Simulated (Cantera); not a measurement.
Input (Python, Cantera) and output of one run.

```python
import numpy as np
import cantera as ct

gas_names = """
    CL CL2 H HCL H2 N NH NH2 NH3 N2 N2H2 N2H4 Si SiCL SiCL2 SiCL3 SiCL4 SiH SiHCL3 SiH2 SiH2CL2 SiH3
    SiH3CL SiH4 SiN Si2 Si2N Si3
""".split()
cond_names = """
    NH4CL(a) NH4CL(b) Si(cr) Si(L) Si3N4(a)
""".split()


# ... load() reads the species with a 1 bar reference pressure and builds the phases ...
atoms = {
    'Si2Cl6': {'Si': 2, 'CL': 6},
    'N2': {'N': 2},
    'H2': {'H': 2},
}
top_T = {'Si3N4(a)': 2400}  # K; cautious upper limits of use, not melting points


# ... equilibrate(T, P, feed) seeds the gas with the atoms and calls Mixture.equilibrate('TP', solver="vcs", rtol=1e-11, max_steps=5000) ...
results = []
T = 2000  # K
P = 630  # Pa
for m in [3.6, 4.5, 5.6, 7.1, 8.8, 11, 14, 17, 22]:
    feed = {'Si2Cl6': 1, 'N2': 11, 'H2': m}  # mol
    mix = equilibrate(T, P, feed)
    results.append((T, P, feed, dict(zip(mix.species_names, mix.species_moles))))

top = {s: max(r[3][s] / sum(r[3][g] for g in gas_names) for r in results) for s in gas_names}
cols = sorted((s for s in top if top[s] > 1e-06), key=lambda s: -top[s])[:7]
seen = [c for c in cond_names if any(r[3].get(c, 0) > 1e-12 for r in results)]
print("log10 of partial pressures in bar; condensed amounts in mol")
print(f"{'n(H2)':>10s}" + "".join(f"{s[:9]:>10s}" for s in cols + seen))
for T, P, feed, n in results:
    ng = sum(n[g] for g in gas_names)
    print(f"{feed['H2']:10.4g}" + "".join(f"{np.log10(max(n[s] / ng * P / 1e5, 1e-99)):10.3f}" for s in cols)
          + "".join(f"{n.get(c, 0):10.4g}" for c in seen))
```

Result:

```
log10 of partial pressures in bar; condensed amounts in mol
     n(H2)        N2        H2       HCL     SiCL2         H        Si        CL     Si(L)
       3.6    -2.409    -3.053    -3.135    -3.175    -4.315    -4.698    -4.525         0
       4.5    -2.432    -2.947    -3.146    -3.203    -4.262    -4.598    -4.589         0
       5.6    -2.457    -2.854    -3.159    -3.235    -4.216    -4.512    -4.649         0
       7.1    -2.490    -2.764    -3.176    -3.277    -4.171    -4.430    -4.711         0
       8.8    -2.524    -2.691    -3.194    -3.322    -4.134    -4.365    -4.765         0
        11    -2.564    -2.625    -3.197    -3.389    -4.102    -4.361    -4.801   0.08559
        14    -2.614    -2.562    -3.207    -3.472    -4.070    -4.361    -4.843    0.1842
        17    -2.658    -2.516    -3.221    -3.547    -4.047    -4.361    -4.880    0.2613
        22    -2.723    -2.462    -3.248    -3.655    -4.020    -4.361    -4.934    0.3574
```

Cantera equilibrium calculation (NASA polynomials, part measured and part estimated; ideal gas, pure solids and liquids). The feed counts by its element totals alone. The tables' values for SiCl, SiCl3, SiN are old estimates; treat these amounts as uncertain. Gases not in the tables: Si2H6 and higher silanes.
